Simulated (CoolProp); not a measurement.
Values from CoolProp's reference Helmholtz-energy equation of state, Thol 2018.

### Question
For hydrogen chloride, give the phase and the cv (kJ/(kg K)), isothermal compressibility (1/MPa) at 278.5 K and 4.11 MPa.

### Answer
- 278.5 K and 4.11 MPa: liquid; cv 0.907, isothermal compressibility 0.00639
